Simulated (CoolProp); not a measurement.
Properties of n-pentane along the isobar 1.01 bar.

Computed with CoolProp (reference Helmholtz-energy equation of state, Thol 2019).

```
T (°C)  phase       Z  fugacity coefficient
------  -----  ------  --------------------
86.05     gas  0.9741                0.9747
90.15     gas  0.9751                0.9757
94.25     gas  0.9760                0.9766
98.45     gas  0.9770                0.9775
102.55    gas  0.9778                0.9783
106.65    gas  0.9786                0.9791
110.85    gas  0.9794                0.9798
114.95    gas  0.9802                0.9805
119.05    gas  0.9809                0.9812
123.15    gas  0.9815                0.9819
127.35    gas  0.9822                0.9825
131.45    gas  0.9828                0.9831
135.55    gas  0.9834                0.9836
139.65    gas  0.9839                0.9842
```
